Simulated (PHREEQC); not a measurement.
1 kg of water meets 20 L of dry gas (H2 0.57, N2 0.43 by moles) at fixed total pressure, at 60 °C; fugacities by Peng-Robinson. The gases take part in no redox reaction, some water evaporates into the gas, and hydrates or a liquid gas phase aren't modelled. Nothing may precipitate in this run.

Equilibrium calculation in PHREEQC: ion-association model, phreeqc.dat.

```tsv
P (atm)	dissolved H2 (mol/kgw)	φ of H2	p of H2 (atm)	dissolved N2 (mol/kgw)	φ of N2	p of N2 (atm)
2	0.000746	1.001	1.03	0.000375	1.000	0.775
5	0.00198	1.002	2.74	0.000996	1.000	2.06
10	0.00403	1.003	5.58	0.00202	0.999	4.21
20	0.00808	1.006	11.3	0.00404	0.999	8.51
30	0.0121	1.010	17.0	0.00601	0.998	12.8
40	0.0160	1.013	22.7	0.00794	0.998	17.1
50	0.0199	1.016	28.4	0.00983	0.998	21.4
75	0.0294	1.025	42.6	0.0144	0.999	32.1
100	0.0385	1.034	56.8	0.0187	1.002	42.9
150	0.0559	1.053	85.3	0.0269	1.010	64.4
200	0.0721	1.074	114	0.0344	1.022	85.9
300	0.102	1.118	171	0.0479	1.057	129
400	0.128	1.168	228	0.0600	1.104	172
```

Species that the database lacks are ignored. Constants without temperature data keep their 25 °C values here.
